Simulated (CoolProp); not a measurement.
The numbers come from the reference Helmholtz-energy equation of state, Thol 2019 in CoolProp.

Question: For dodecamethylpentasiloxane (MD3M), give the phase and the cp (kJ/(kg K)), Joule-Thomson coefficient (K/MPa), isothermal compressibility (1/MPa) at 276.8 K and 48.6 bar; 299.5 K and 48.6 bar; 458 K and 48.6 bar.

Answer: 
- 276.8 K and 48.6 bar: liquid; cp 1.65, Joule-Thomson coefficient -0.482, isothermal compressibility 0.00122
- 299.5 K and 48.6 bar: liquid; cp 1.71, Joule-Thomson coefficient -0.458, isothermal compressibility 0.00143
- 458 K and 48.6 bar: liquid; cp 2.04, Joule-Thomson coefficient -0.264, isothermal compressibility 0.00479
